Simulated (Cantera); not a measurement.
Silicon nitride deposition: Si2Cl6 + NH3

Input: 1 mol Si2Cl6, 24 mol NH3, at 1227 °C.

These are equilibrium values from Cantera (NASA tables, ideal gas, pure condensed phases), not measurements of a reactor. Candidate condensed phases: NH4Cl, Si, Si3N4; 28 gas species. The feed counts by its element totals alone. The tables' values for SiCl3, SiCl are old estimates; treat these amounts as uncertain. The numbers say what is thermodynamically allowed, not how fast it happens.

```
P (Pa)   x H2   x N2   x HCl   x SiCl2       x H      x Si      x Cl  n Si(s)  n Si3N4(s)
------  -----  -----  ------  --------  --------  --------  --------  -------  ----------
5       0.669  0.235  0.0700    0.0235   0.00204  0.000210  0.000172    0.780           0
21      0.677  0.227  0.0709    0.0238  0.000999   4.99e-5   8.44e-5        0       0.264
85      0.673  0.223  0.0890    0.0150  0.000495   4.92e-6   5.28e-5        0       0.413
350     0.669  0.219   0.104   0.00804  0.000243   4.70e-7   3.04e-5        0       0.530
1400    0.667  0.217   0.112   0.00379  0.000121   4.70e-8   1.65e-5        0       0.601
5900    0.666  0.216   0.117   0.00158   5.91e-5   4.29e-9   8.37e-6        0       0.637
24000   0.665  0.215   0.119  0.000643   2.93e-5  4.14e-10   4.22e-6        0       0.652
100000  0.665  0.215   0.119  0.000251   1.44e-5  3.84e-11   2.08e-6        0       0.658
```
x: gas mole fraction; n: condensed amount in mol.

At 5.00 Pa the condensed part is Si(s). From 21.0 Pa to 100000 Pa the condensed part is Si3N4(s). The main Si-bearing gas is SiCl2 throughout. The share of Si in condensed phases is highest at 100000 Pa (98.7 %) and lowest at 5.00 Pa (39.0 %).
